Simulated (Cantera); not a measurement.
Hydrocarbon pyrolysis for carbon deposition

A perfectly stirred reactor is fed with C₃H₈ : H₂ = 1 : 13 (molar parts), at 0.750 Torr; it is held at 1975 K, and followed from long to short residence time.

Detailed kinetics in Cantera: GRI-Mech 3.0 (53 species, 325 reactions). GRI-Mech 3.0 was tuned for natural gas; its chemistry of propane as a main component is partial and can be far from experiment. GRI-Mech 3.0 stops at C3 and has no aromatics, soot or wall deposition, so with more carbon than oxygen in the feed, carbon stays in small species such as C2H2 where larger ones or solid carbon would form. Radical loss at walls, strong at low pressure, is not modelled.

| τ (s) | x C₃H₈ | x H₂ | x CH₂ | x C₂H₂ | x H | x CH₃ |
|---|---|---|---|---|---|---|
| 16 | 7.11e-7 | 0.899 | 1.00e-5 | 0.0863 | 0.0118 | 0.000681 |
| 3.1 | 4.51e-6 | 0.897 | 1.59e-5 | 0.0833 | 0.00866 | 0.00170 |
| 0.59 | 2.54e-5 | 0.889 | 2.62e-5 | 0.0766 | 0.00785 | 0.00388 |
| 0.11 | 0.000135 | 0.874 | 4.23e-5 | 0.0646 | 0.00819 | 0.00810 |
| 0.021 | 0.000677 | 0.857 | 6.33e-5 | 0.0479 | 0.00907 | 0.0146 |
| 0.0041 | 0.00330 | 0.848 | 8.45e-5 | 0.0268 | 0.00954 | 0.0227 |
| 0.00077 | 0.0168 | 0.865 | 8.39e-5 | 0.00539 | 0.00725 | 0.0301 |
x: mole fraction; the columns are a selection and need not sum to one.
